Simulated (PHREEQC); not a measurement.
Consider water at 25 °C with 0.16 mol Pb(NO3)2, 0.015 mol NiCl2 and 0.0019 mol HCl per kg of water. Closed to the air; pH follows from the charge balance.

All values are PHREEQC results (ion-association model, wateq4f.dat), not measurements.

Each row changes one thing in this solution. No solid was allowed to form.

| case | pH | ionic strength (mol/kgw) | NO3- (mol/kgw) | Cl- (mol/kgw) |
|---|---|---|---|---|
| as made | 2.83 | 0.358 | 0.250 | 0.0176 |
| Pb(NO3)2 replaced by Al(NO3)3 at the same molality | 2.78 | 1.00 | 0.480 | (withheld) |
| Pb(NO3)2 replaced by Mg(NO3)2 at the same molality | 2.84 | 0.526 | (withheld) | 0.0316 |
| NiCl2 replaced by KCl at the same molality | 2.83 | 0.335 | 0.247 | 0.00918 |
| NiCl2 replaced by LiCl at the same molality | 2.83 | 0.335 | 0.247 | 0.00918 |
| NiCl2 replaced by AlCl3 at the same molality | 2.82 | 0.397 | 0.253 | 0.0265 |
| diluted 5-fold with water | (withheld) | 0.0875 | 0.0567 | (withheld) |
| Pb(NO3)2 replaced by Cd(NO3)2 at the same molality | 2.83 | 0.437 | 0.299 | (withheld) |

Complete the blanks.


- Pb(NO3)2 replaced by Al(NO3)3 at the same molality, Cl- (mol/kgw): 0.0315
- Pb(NO3)2 replaced by Mg(NO3)2 at the same molality, NO3- (mol/kgw): 0.320
- diluted 5-fold with water, pH: 3.50
- diluted 5-fold with water, Cl- (mol/kgw): 0.00471
- Pb(NO3)2 replaced by Cd(NO3)2 at the same molality, Cl- (mol/kgw): 0.00817

The ionic strength passes 0.7 mol/kgw, the rough limit of the ion-association models, in Pb(NO3)2 replaced by Al(NO3)3 at the same molality.
